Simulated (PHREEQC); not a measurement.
Make-up at 25 °C: 95 mmol/kgw KNO3, 2.6 mmol/kgw ZnCl2 and 0.11 mmol/kgw Na2CO3. Closed to the air; pH follows from the charge balance.

The numbers come from PHREEQC with the ion-association model, wateq4f.dat.

```json
{
  "pH": "7.58",
  "ionic_strength": "0.103 mol/kgw",
  "total_alkalinity": "0.220 meq/kg"
}
```

| species | molality | activity | log γ |
|---|---|---|---|
| K+ | 0.0950 | 0.0724 | -0.118 |
| NO3- | 0.0950 | 0.0714 | -0.124 |
| Cl- | 0.00518 | 0.00395 | -0.118 |
| Zn+2 | 0.00248 | 0.000986 | -0.401 |
| Na+ | 0.000220 | 0.000172 | -0.107 |
| HCO3- | 7.60e-5 | 5.98e-5 | -0.104 |
| ZnOH+ | 5.25e-5 | 4.09e-5 | -0.108 |
| ZnCO3 | 2.05e-5 | 2.10e-5 | 0.010 |
| Zn(OH)2 | 1.74e-5 | 1.78e-5 | 0.010 |
| ZnCl+ | 1.37e-5 | 1.05e-5 | -0.115 |
| ZnHCO3+ | 9.52e-6 | 7.42e-6 | -0.108 |
| ZnOHCl | 4.77e-6 | 4.88e-6 | 0.010 |
| CO2 | 3.47e-6 | 3.55e-6 | 0.010 |
| OH- | 4.99e-7 | 3.79e-7 | -0.119 |
| CO3-2 | 2.78e-7 | 1.06e-7 | -0.417 |
| Zn(CO3)2-2 | 1.29e-7 | 4.77e-8 | -0.432 |

No solid was allowed to form. The solution is supersaturated, for example in Zn(OH)2-e, Zn5(OH)8Cl2, so a real one may precipitate; this is no full list. Species that the database lacks are ignored.
